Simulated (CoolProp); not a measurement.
Properties of R123 along the isotherm 486.3 K (Tc = 456.8 K, pc = 3.662 MPa, ω = 0.282).

Values from CoolProp's reference Helmholtz-energy equation of state, Younglove 1994. It is a modified Benedict-Webb-Rubin equation, recast in Helmholtz form.

```
p (MPa)          phase  cp (kJ/(kg K))  Joule-Thomson coefficient (K/MPa)  isothermal compressibility (1/MPa)  viscosity (µPa s)
-------  -------------  --------------  ---------------------------------  ----------------------------------  -----------------
1.53               gas          0.9236                              9.555                              0.7552               17.3
3.05               gas           1.080                              11.31                              0.4844               19.5
4.58     supercritical           1.772                              13.17                              0.5507               27.9
6.1      supercritical           2.038                                [?]                              0.2199                [?]
7.63     supercritical           1.542                              2.618                             0.07024               73.4
9.15     supercritical           1.387                              1.605                             0.03956               83.7
10.7     supercritical           1.309                              1.102                             0.02714               91.8
12.2     supercritical           1.262                             0.8095                             0.02078               98.4
13.7     supercritical           1.230                             0.6107                             0.01682                104
15.3     supercritical           1.204                             0.4576                                 [?]                110
16.8     supercritical           1.186                             0.3486                             0.01207                115
18.3     supercritical           1.171                             0.2622                             0.01062                120
```

Q: Complete the blanks.

A: 
- 6.1, Joule-Thomson coefficient (K/MPa): 5.837
- 6.1, viscosity (µPa s): 56.2
- 15.3, isothermal compressibility (1/MPa): 0.01398

The peak of cp marks the crossing from liquid-like to gas-like fluid above the critical point.

Viscosity comes from a separate model (Tanaka 1996).
